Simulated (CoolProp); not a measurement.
Vapour pressure (kPa) of R115: the reference equation beside estimates from Tc = 353.1 K, pc = 3129 kPa, ω = 0.248.

Values from CoolProp's reference Helmholtz-energy equation of state, Lemmon 2016.

```
T (K)  reference  Lee-Kesler  van der Waals
-----  ---------  ----------  -------------
268        373.6       375.7          936.1
275.7      477.4       480.7           1071
283.4      601.4       605.8           1218
291        745.7       751.3           1374
298.7          …       923.4           1545
306.3       1112        1120           1727
314            …        1350           1923
321.6          …        1609           2130
329.3       1897        1910           2353
337         2237        2252              …
344.6       2622        2636           2836
```

**Question.** Complete the blanks.

**Answer.** 
- 298.7, reference: 916.7
- 314, reference: 1340
- 321.6, reference: 1598
- 337, van der Waals: 2589

Absolute difference from the reference over all 11 rows, mean and median: Lee-Kesler 0.7 and 0.7 %, van der Waals 64.6 and 55.3 %.
